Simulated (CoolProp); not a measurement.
Computed with CoolProp (reference Helmholtz-energy equation of state, Gao 2020).

Give the vapour pressure (MPa), enthalpy of vaporisation (kJ/kg), surface tension (mN/m), liquid conductivity (mW/(m K)) of saturated ammonia at 48.95, 79.35 °C.


| T (°C) | p (MPa) | enthalpy of vaporisation (kJ/kg) | surface tension (mN/m) | liquid conductivity (mW/(m K)) |
|---|---|---|---|---|
| 48.95 | 1.98 | 1060 | 15.1 | 419 |
| 79.35 | 4.08 | 879 | 8.73 | 339 |

Thermal conductivity comes from a separate model (Tufeu 1984). Surface tension comes from a separate correlation (Mulero 2012).
